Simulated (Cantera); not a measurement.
Charge: 1 mol V, 0.98 mol O2, 82 mol H2, at 3000 Torr.

These are equilibrium values from Cantera (NASA tables, ideal gas, pure condensed phases), not measurements of a reactor. Candidate condensed phases: H2O, V, VO, V2O3, V2O4, V2O5; 12 gas species. Condensed phases not in the tables: the oxides between V2O3 and V2O5 other than VO2. Kinetics and transport are ignored. All values below are at 1200 °C.

Base state: H2 0.994, H2O 0.00561 (mole fractions); condensed: V2O3(s).

### Question
What changes in the equilibrium state with this change: O2 from 0.98 to 0.024 mol?

### Answer
```tsv
species	before	after
H2	0.994	1.000
H2O	0.00561	1.00e-5
V2O3(s), mol	0.500	0
V(s), mol	0	0.953
VO(s), mol	0	0.0472
```
Mutual solubility and eutectic melting of coexisting phases are not modelled. VO: taken at fixed stoichiometry. Condensed phases not in the tables: N, O or C dissolved in the metal.
